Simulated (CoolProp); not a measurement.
Properties of chloromethane (R40) at several states (Tc = 418.6 K, pc = 6929 kPa, ω = 0.150).

The numbers come from the reference Helmholtz-energy equation of state, Thol 2014 in CoolProp.

```tsv
T (K)	p (kPa)	phase	Z	cp (kJ/(kg K))
416.4	10500	liquid	0.2448	2.491
458	1000	gas	?	?
295.6	62.7	gas	0.9890	0.8225
259.1	11500	liquid	0.2690	?
360.8	14700	liquid	0.3024	?
332.3	1860	liquid	0.04052	1.741
```

What belongs in the gaps?


- 458, Z: 0.9599
- 458, cp (kJ/(kg K)): 1.088
- 259.1, cp (kJ/(kg K)): 1.549
- 360.8, cp (kJ/(kg K)): 1.693
